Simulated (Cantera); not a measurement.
A perfectly stirred reactor is fed with 0.551 % CH4, 2.80 % O2, 96.6 % N2, at 96000 Pa; it is held at 1275 K, and followed from long to short residence time.

Detailed kinetics in Cantera: GRI-Mech 3.0 (53 species, 325 reactions).

x: mole fraction; the columns are a selection and need not sum to one.

| τ (s) | x CH4 | x O2 | x C2H4 | x NO | x CH2O |
|---|---|---|---|---|---|
| 17 | 1.09e-6 | 0.0170 | 7.77e-10 | 5.43e-7 | 5.79e-8 |
| 6.9 | 1.99e-6 | 0.0170 | [?] | 5.67e-7 | 1.10e-7 |
| 2.8 | 3.60e-6 | 0.0170 | [?] | 5.29e-7 | 2.10e-7 |
| 1.2 | 6.26e-6 | 0.0170 | [?] | 4.42e-7 | 3.84e-7 |
| 0.48 | 1.13e-5 | 0.0171 | [?] | 3.29e-7 | 7.26e-7 |
| 0.20 | 1.95e-5 | 0.0171 | [?] | 2.37e-7 | 1.30e-6 |
| 0.082 | 3.36e-5 | 0.0172 | [?] | 1.73e-7 | 2.29e-6 |
| 0.034 | 5.71e-5 | 0.0174 | [?] | 1.43e-7 | 3.89e-6 |
| 0.014 | 9.86e-5 | 0.0177 | [?] | 1.37e-7 | 6.57e-6 |
| 0.0057 | 0.000180 | 0.0182 | [?] | 1.39e-7 | 1.14e-5 |
| 0.0024 | 0.000373 | 0.0191 | [?] | 1.18e-7 | 2.20e-5 |

Q: Complete the blanks.

A: 
- 6.9, x C2H4: 1.64e-9
- 2.8, x C2H4: 3.20e-9
- 1.2, x C2H4: 5.61e-9
- 0.48, x C2H4: 9.51e-9
- 0.20, x C2H4: 1.47e-8
- 0.082, x C2H4: 2.17e-8
- 0.034, x C2H4: 3.19e-8
- 0.014, x C2H4: 5.16e-8
- 0.0057, x C2H4: 1.11e-7
- 0.0024, x C2H4: 4.36e-7
